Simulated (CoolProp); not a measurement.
C3F8 (R218) along the isotherm -93.15 °C: fugacity coefficient from the reference equation and from simpler models built on Tc = 71.9 °C, pc = 2640 kPa, ω = 0.317; each cubic takes its own stable root.

Model: reference Helmholtz-energy equation of state, Lemmon 2006, in CoolProp. It is a short technical equation, of lower accuracy than the large ones.

| p (kPa) | phase | reference |
|---|---|---|
| 63.2 | liquid | 0.04665 |
| 130 | liquid | 0.02278 |
| 267 | liquid | 0.01120 |
| 548 | liquid | 0.005564 |
| 1120 | liquid | 0.002832 |
| 2310 | liquid | 0.001491 |
| 4740 | liquid | 0.0008587 |
| 9740 | liquid | 0.0005887 |
| 20000 | liquid | 0.0005758 |

### Question
How far does each simpler model (van der Waals, Redlich-Kwong) lie from the reference over these 9 states: mean and median of the absolute difference, and the worst?

### Answer
- van der Waals: mean 3626.4 %, median 3173.0 %, worst +6721.8 % at -93.15 °C and 20000 kPa
- Redlich-Kwong: mean 265.4 %, median 258.8 %, worst +298.1 % at -93.15 °C and 20000 kPa

At some of these states van der Waals gives the other phase, because its saturation line lies elsewhere.
